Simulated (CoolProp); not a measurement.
Vapour-liquid equilibrium of R134a (1) + cyclopropane (2) at 19.9 bar; x and y are mole fractions of (1).

The numbers come from the multi-fluid Helmholtz-energy mixture model, Tillner-Roth 1994 and Polt 1992; pair parameters Bell 2016 in CoolProp. This equation is an older, rougher fit; its heat capacities, sound speeds and derivatives of the liquid may be far off and weren't checked against measurements.

Q: Give the bubble temperature and the first vapour's composition at x = 0.05, 0.2, 0.8. Is there an azeotrope?

A: x = 0.05: 337.5 K, y = 0.096; x = 0.2: 331.5 K, y = 0.282; x = 0.8: 332.5 K, y = 0.726. y crosses x between x = 0.425 and 0.5: the model has an azeotrope there.

Pair parameters are fitted to limited data, so mixtures are less certain than the pure fluids.
